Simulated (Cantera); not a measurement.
Feed: 1 mol CaO, 0.91 mol F2, at 1225 K and 0.133 bar.

Equilibrium computed with Cantera from the NASA thermochemical tables; the gas is ideal and each condensed phase is pure. Candidate condensed phases: Ca, CaF2, CaO; 13 gas species. Mutual solubility and eutectic melting of coexisting phases are not modelled. Rates play no part.

Base state: O2 1.00 (mole fractions); condensed: CaF2(s) + CaO(s).

Q: What changes in the equilibrium state with this change: CaO replaced by B2O3?

A: 
```csv
species,before,after
BF3,0,0.499
O2,1.00,0.426
B3O3F3,0,0.0662
BOF,0,0.00911
BOF2,0,8.99e-5
"CaF2(s), mol",0.910,0
"CaO(s), mol",0.0900,0
"B2O3(l), mol",0,0.623
```
Further candidate phases: B, B2O3.
